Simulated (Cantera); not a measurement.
A closed system holds: 1 mol SiCl₄, 2.5 mol Cl₂, 4.4 mol H₂, at 27.0 bar.

Method: chemical equilibrium by Gibbs-energy minimisation in Cantera with the NASA 1993 tables (ideal gas, pure condensed phases). Candidate condensed phases: Si; 19 gas species. The tables' values for SiCl₃ are old estimates; treat these amounts as uncertain. Equilibrium is a limit: real reactors are often held back by kinetics, nucleation or transport. All values below are at 1400 K.

Base state: HCl 0.637, H₂ 0.237, SiCl₄ 0.122, SiHCl₃ 0.00322, SiCl₃ 0.000853, SiCl₂ 2.52e-5, SiH₂Cl₂ 1.27e-5 (mole fractions); condensed: gas only.

**Question.** What changes in the equilibrium state with this change: H₂ from 4.4 to 0.26 mol?

**Answer.** 
```
species   before    after
-------  -------  -------
Cl₂      3.40e-8    0.592
SiCl₄      0.122    0.265
HCl        0.637    0.138
H₂         0.237    <1e-9
SiHCl₃   0.00322    <1e-9
SiCl₂    2.52e-5    <1e-9
SiH₂Cl₂  1.27e-5    <1e-9
Cl       1.01e-6  0.00421
```

**Question.** What changes in the equilibrium state with this change: 0.4 mol HF added?

**Answer.** 
```csv
species,before,after
HCl,0.637,0.651
H₂,0.237,0.226
SiCl₄,0.122,0.106
SiF₄,0,0.0112
HF,0,0.00277
SiHF₃,0,0.000206
SiF₃,0,2.85e-5
SiH₂Cl₂,1.27e-5,9.56e-6
SiCl₂,2.52e-5,1.98e-5
```
The tables' values for SiCl₃, SiF₃ are old estimates; treat these amounts as uncertain.
